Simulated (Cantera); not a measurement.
Standard-state values (1 bar) from the NASA 1993 polynomials, evaluated with Cantera. Values are per mole of reaction as written; species without (g) are pure solids or liquids, kept so even where they would boil at 1 bar. VN: taken at fixed stoichiometry.

3 V₂O₄ + 2 VN = 4 V₂O₃ + N₂(g)

```tsv
T (K)	ΔH° (kJ)	ΔS° (J/K)	ΔG° (kJ)	log10 K	condensed phases
875	-185.7	123.6	-293.8	17.54	V₂O₄(s), VN(s), V₂O₃(s)
975	-186.3	122.9	-306.1	16.40	V₂O₄(s), VN(s), V₂O₃(s)
1075	___	___	___	___	V₂O₄(s), VN(s), V₂O₃(s)
1175	-186.9	122.3	-330.6	14.70	V₂O₄(s), VN(s), V₂O₃(s)
1275	___	___	___	___	V₂O₄(s), VN(s), V₂O₃(s)
1375	-186.1	122.9	-355.2	13.49	V₂O₄(s), VN(s), V₂O₃(s)
1475	-185.0	123.7	-367.5	13.01	V₂O₄(s), VN(s), V₂O₃(s)
1575	___	___	___	___	V₂O₄(s), VN(s), V₂O₃(s)
1675	___	___	___	___	V₂O₄(s), VN(s), V₂O₃(s)
1775	-178.8	127.5	-405.1	11.92	V₂O₄(s), VN(s), V₂O₃(s)
1875	-517.8	-59.0	-407.1	11.34	V₂O₄(l), VN(s), V₂O₃(s)
```

What belongs in the gaps?


- 1075, ΔH° (kJ): -186.8
- 1075, ΔS° (J/K): 122.5
- 1075, ΔG° (kJ): -318.4
- 1075, log10 K: 15.47
- 1275, ΔH° (kJ): -186.7
- 1275, ΔS° (J/K): 122.5
- 1275, ΔG° (kJ): -342.9
- 1275, log10 K: 14.05
- 1575, ΔH° (kJ): -183.5
- 1575, ΔS° (J/K): 124.7
- 1575, ΔG° (kJ): -379.9
- 1575, log10 K: 12.60
- 1675, ΔH° (kJ): -181.4
- 1675, ΔS° (J/K): 126.0
- 1675, ΔG° (kJ): -392.4
- 1675, log10 K: 12.24
